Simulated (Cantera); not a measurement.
A closed system holds: 1 mol SiCl₄, 0.23 mol N₂, 3.9 mol NH₃, held at 1150 K and 26.0 Pa.

Cantera equilibrium calculation (NASA polynomials, part measured and part estimated; ideal gas, pure solids and liquids). Candidate condensed phases: NH₄Cl, Si, Si₃N₄; 28 gas species. The tables' values for SiCl₃ are old estimates; treat these amounts as uncertain. The numbers say what is thermodynamically allowed, not how fast it happens.

Base state: H₂ 0.426, HCl 0.399, N₂ 0.167, SiCl₄ 0.00527, SiCl₂ 0.00211, SiCl₃ 0.00101, SiHCl₃ 0.000114 (mole fractions); condensed: Si₃N₄(s).

Problem. What changes in the equilibrium state with this change: SiCl₄ replaced by SiH₂Cl₂?

Solution. 
```json
[
 {"species": "H₂", "before": "0.426", "after": "0.626"},
 {"species": "HCl", "before": "0.399", "after": "0.212"},
 {"species": "N₂", "before": "0.167", "after": "0.162"},
 {"species": "SiCl₂", "before": "0.00211", "after": "0.000412"},
 {"species": "SiCl₄", "before": "0.00527", "after": "0.000198"},
 {"species": "SiCl₃", "before": "0.00101", "after": "8.64e-5"},
 {"species": "Si₃N₄(s), mol", "before": "0.307", "after": "0.331"}
]
```
